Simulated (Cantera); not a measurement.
A perfectly stirred reactor is fed with 7.81 % CH₄, 7.81 % H₂, 14.0 % O₂, 52.4 % N₂, 18.0 % CO₂, at 1.01 bar; it is adiabatic with a 573 K inlet, and is followed from long to short residence time, starting on the burning branch (τ in s: 0.081, 0.027, 0.0093, 0.0032, 0.0011, 0.00037, 0.00012, 4.2e-05, 1.4e-05, 4.9e-06).

Model: GRI-Mech 3.0 (53 species, 325 reactions), integrated in Cantera.

**Question.** Predict: blow-out, bracketed by the residence times tried; x(CH₄) at τ = 81.0 ms; x(H₂) at τ = 81.0 ms; x(O₂) at τ = 81.0 ms; x(CH₂) at τ = 81.0 ms; x(N₂O) at τ = 81.0 ms; x(CH₄) at τ = 0.370 ms; x(H₂) at τ = 0.370 ms; x(O₂) at τ = 0.370 ms.

**Answer.** 
- blow-out, bracketed by the residence times tried: burning at 1.10 ms, out at 0.370 ms
- x(CH₄) at τ = 81.0 ms: 4.47e-5
- x(H₂) at τ = 81.0 ms: 0.0253
- x(O₂) at τ = 81.0 ms: 0.000224
- x(CH₂) at τ = 81.0 ms: 3.75e-7
- x(N₂O) at τ = 81.0 ms: 6.31e-9
- x(CH₄) at τ = 0.370 ms: 0.0781
- x(H₂) at τ = 0.370 ms: 0.0781
- x(O₂) at τ = 0.370 ms: 0.140
